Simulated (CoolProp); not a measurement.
Octamethyltrisiloxane (MDM) along the isotherm 575 K: fugacity coefficient from the reference equation and from simpler models built on Tc = 565.4 K, pc = 1438 kPa, ω = 0.528; each cubic takes its own stable root.

The numbers come from the reference Helmholtz-energy equation of state, Thol 2017 in CoolProp.

| p (kPa) | phase | reference | van der Waals | Redlich-Kwong | Soave-Redlich-Kwong | Peng-Robinson |
|---|---|---|---|---|---|---|
| 1440 | supercritical | 0.6881 | 0.7106 | 0.6854 | 0.6918 | 0.6683 |
| 2880 | supercritical | 0.4240 | 0.4602 | 0.4307 | 0.4412 | 0.4179 |
| 4310 | supercritical | 0.3289 | 0.3771 | 0.3400 | 0.3492 | (withheld) |
| 5750 | supercritical | 0.2839 | 0.3423 | 0.2971 | 0.3056 | (withheld) |
| 7190 | supercritical | (withheld) | 0.3288 | 0.2747 | 0.2829 | 0.2556 |
| 8630 | supercritical | 0.2469 | 0.3270 | 0.2629 | 0.2710 | 0.2415 |
| 10100 | supercritical | 0.2404 | (withheld) | 0.2577 | 0.2658 | 0.2336 |
| 11500 | supercritical | 0.2386 | 0.3450 | 0.2570 | 0.2653 | 0.2302 |
| 12900 | supercritical | 0.2398 | 0.3614 | 0.2594 | (withheld) | 0.2296 |
| 14400 | supercritical | 0.2439 | 0.3839 | 0.2648 | (withheld) | 0.2314 |

Question: Some entries are withheld; supply them.

Answer: 
- 4310, Peng-Robinson: 0.3252
- 5750, Peng-Robinson: 0.2803
- 7190, reference: 0.2599
- 10100, van der Waals: 0.3333
- 12900, Soave-Redlich-Kwong: 0.2679
- 14400, Soave-Redlich-Kwong: 0.2736
